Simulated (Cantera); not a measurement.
A closed system holds: 1 mol TiCl₄, 1 mol O₂, 11 mol H₂, 6.7 mol H₂O, equilibrated at 91.0 Pa.

Cantera equilibrium calculation (NASA polynomials, part measured and part estimated; ideal gas, pure solids and liquids). Candidate condensed phases: H₂O, Ti, TiCl₂, TiCl₃, TiCl₄, TiO, TiO₂, Ti₂O₃, Ti₃O₅, Ti₄O₇; 23 gas species. Equilibrium is a limit: real reactors are often held back by kinetics, nucleation or transport.

Q: At 1177 °C, list the 5 most abundant gas species with their mole fractions, and the condensed phases.

A: H₂ 0.457, H₂O 0.340, HCl 0.203, H 0.000212, Cl 7.67e-5. Condensed: TiO₂(rutile).
